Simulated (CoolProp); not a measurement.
Values from CoolProp's reference Helmholtz-energy equation of state, Lemmon 2005. It is a short technical equation, of lower accuracy than the large ones.

Task: For trans-2-butene, give the phase and the speed of sound (m/s), Joule-Thomson coefficient (K/MPa) at 375.9 K and 15.8 MPa; 438 K and 15.8 MPa.

Result: 
- 375.9 K and 15.8 MPa: liquid; speed of sound 754, Joule-Thomson coefficient -0.137
- 438 K and 15.8 MPa: supercritical; speed of sound 536, Joule-Thomson coefficient 0.252
